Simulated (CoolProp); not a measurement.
Values from CoolProp's reference Helmholtz-energy equation of state, Schroeder 2014.

Q: For ethanol, give the phase and the density (kg/m³), conductivity (mW/(m K)), Prandtl number at 86.25 °C and 34.7 MPa; 109.95 °C and 34.7 MPa.

A: 
- 86.25 °C and 34.7 MPa: liquid; density 765, conductivity 171, Prandtl number 8.55
- 109.95 °C and 34.7 MPa: liquid; density 746, conductivity 167, Prandtl number 6.99

Viscosity comes from a separate model (Kiselev 2005). Thermal conductivity comes from a separate model (Assael 2013).
